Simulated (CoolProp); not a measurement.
A single-stage vapour-compression cycle with the fluid: evaporating at 218.15 K (dew point), condensing at 277.15 K (bubble point), superheat 10 K, subcooling 2 K, compressor efficiency 0.65, no pressure losses. The same conditions are run with several fluids, on thermodynamics alone (safety and materials aside).

Computed with CoolProp (reference Helmholtz-energy equation of state of each fluid (R227EA: Lemmon 2016; ethane: Bücker 2006; R407C: Lemmon 2003; carbonyl sulfide: Lemmon 2006; vinyl chloride: Thol 2022)). Blends and air are pseudo-pure fits.

```csv
fluid,cooling COP,pressure ratio,discharge temperature (K),refrigerating effect (kJ/kg),volumetric capacity (kJ/m³)
R227EA,[?],[?],302.3,[?],112
ethane,1.63,5.72,346.0,[?],2270
R407C,1.63,[?],370.5,183,318
carbonyl sulfide,1.88,[?],419.6,249,648
vinyl chloride,1.93,15.6,[?],311,132
```

Problem. Some entries are withheld; supply them.

Solution. 
- R227EA, cooling COP: 1.79
- R227EA, pressure ratio: 17.1
- R227EA, refrigerating effect (kJ/kg): 93.4
- ethane, refrigerating effect (kJ/kg): 286
- R407C, pressure ratio: 17.2
- carbonyl sulfide, pressure ratio: 9.08
- vinyl chloride, discharge temperature (K): 410.3
